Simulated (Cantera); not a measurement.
**MgO + Cl2 (oxide etching and cleaning by halides)**

Charge: 1 mol MgO, 4.3 mol Cl2, equilibrated at 1150 K and 0.00133 bar.

Method: chemical equilibrium by Gibbs-energy minimisation in Cantera with the NASA 1993 tables (ideal gas, pure condensed phases). Candidate condensed phases: Mg, MgCl2, MgO; 11 gas species. Kinetics and transport are ignored.

| Quantity | Result |
|---|---|
| x(Cl2) | 0.761 |
| x(MgCl2) | 0.116 |
| x(Cl) | 0.0655 |
| x(O2) | 0.0579 |
| x(ClO) | 2.50e-5 |
| n(MgO(s)) | 0.452 mol |
| gas amount | 4.729 mol |
| log10 activity of Mg(l) (absent) | -19.55 |
